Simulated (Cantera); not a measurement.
A closed system holds: 1 mol Si, 1.8 mol CO₂, 19 mol H₂, at 925 °C and 13.0 Pa.

These are equilibrium values from Cantera (NASA tables, ideal gas, pure condensed phases), not measurements of a reactor. Candidate condensed phases: C, C₆H₆, C₇H₈, C₈H₁₈, H₂O, Si, SiC, SiO₂; 123 gas species. Mutual solubility and eutectic melting of coexisting phases are not modelled. The tables hold silica as quartz up to 1696 K and as liquid above; real silica turns to tridymite and cristobalite and melts near 1996 K. Rates play no part.

Base state: H₂ 0.916, CO 0.0837, SiO 0.000269, H 1.60e-5 (mole fractions); condensed: SiC(s) + SiO₂(β-quartz).

Task: What changes in the equilibrium state with this change: CO₂ from 1.8 to 0.22 mol?

Result: 
| species | before | after |
|---|---|---|
| H₂ | 0.916 | 0.996 |
| SiO | 0.000269 | 0.00391 |
| CO | 0.0837 | 2.72e-5 |
| H | 1.60e-5 | 1.67e-5 |
| SiC(s), mol | 0.0648 | 0.219 |
| SiO₂(β-quartz), mol | 0.930 | 0.182 |
| Si(s), mol | 0 | 0.523 |
